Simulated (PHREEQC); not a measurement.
Consider water at 25 °C with 0.0012 mol CuSO4, 0.00043 mol HCl and 0.0043 mol NaCl per kg of water. Closed to the air; pH follows from the charge balance.

Model: ion-association model, wateq4f.dat, run in PHREEQC.

The pH comes out as 3.43, the ionic strength is 0.00899 mol/kgw and the total alkalinity is -0.430 meq/kg.

```
species  molality  activity   log γ
-------  --------  --------  ------
Cl-       0.00472   0.00427  -0.043
Na+       0.00428   0.00389  -0.042
Cu+2      0.00108  0.000744  -0.163
SO4-2     0.00105  0.000713  -0.168
H+       0.000402  0.000368  -0.038
CuSO4    0.000108  0.000108   0.001
HSO4-     2.81e-5   2.55e-5  -0.042
NaSO4-    1.53e-5   1.39e-5  -0.041
CuCl+     9.44e-6   8.55e-6  -0.043
CuOH+     2.23e-8   2.02e-8  -0.043
CuCl2     1.96e-8   1.96e-8   0.001
```

No solid was allowed to form.
